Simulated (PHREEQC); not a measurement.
# Leach liquor: speciation

A solution holds 0.00044 mol H2SO4, 4.4e-07 mol Al2(SO4)3 and 0.00025 mol Fe2(SO4)3 per kg of water, at 25 °C. Closed to the air; pH follows from the charge balance.

Computed with PHREEQC (ion-association model, phreeqc.dat).

The pH is 2.98, the ionic strength comes out as 0.00312 mol/kgw and the total alkalinity is -1.88 meq/kg.

```csv
species,molality,activity,log γ
H+,0.00111,0.00104,-0.024
SO4-2,0.000902,0.000709,-0.104
FeSO4+,0.000205,0.000193,-0.026
FeOH+2,0.000195,0.000153,-0.104
HSO4-,7.65e-5,7.20e-5,-0.026
Fe(OH)2+,5.16e-5,4.86e-5,-0.026
Fe+3,4.12e-5,2.48e-5,-0.220
```

Precipitation was switched off in this run. Examples of supersaturated solids here: Hematite (slow to form), Goethite (slow to form). Others may be too. Complexes and solids missing from the database can't appear.
